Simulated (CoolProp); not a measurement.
A Linde-Hampson liquefier for CF4 (R14): isothermal reversible compression at 290 K from 1 atm to 40 MPa, throttling to 1 atm, return gas leaving the recuperator 10 K below the feed. Each further row changes one setting.

The numbers come from the reference Helmholtz-energy equation of state, Platzer 1990 in CoolProp. This equation is an older, rougher fit; its heat capacities, sound speeds and derivatives of the liquid may be far off and weren't checked against measurements.

| case | liquid yield per pass | compression work (kJ/kg of gas) |
|---|---|---|
| as stated | ? | 147 |
| warm-end temperature 320 K | ? | ? |
| warm-end gap 15 K | ? | 147 |

Task: Complete the blanks.

Result: 
- as stated, liquid yield per pass: 0.296
- warm-end temperature 320 K, liquid yield per pass: 0.230
- warm-end temperature 320 K, compression work (kJ/kg of gas): 169
- warm-end gap 15 K, liquid yield per pass: 0.284
